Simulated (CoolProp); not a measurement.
Computed with CoolProp (reference Helmholtz-energy equation of state, Platzer 1990). This equation is an older, rougher fit; its heat capacities, sound speeds and derivatives of the liquid may be far off and weren't checked against measurements.

**Question.** For R13, give the phase and the Prandtl number at 143.9 K and 0.101 MPa; 245 K and 0.101 MPa.

**Answer.** 
- 143.9 K and 0.101 MPa: liquid; Prandtl number 5.84
- 245 K and 0.101 MPa: gas; Prandtl number 0.767

Viscosity comes from a separate model (Huber 2003), an estimate that may be off by 10 % or more. Thermal conductivity comes from a separate model (Huber 2003), an estimate that may be off by 10 % or more.
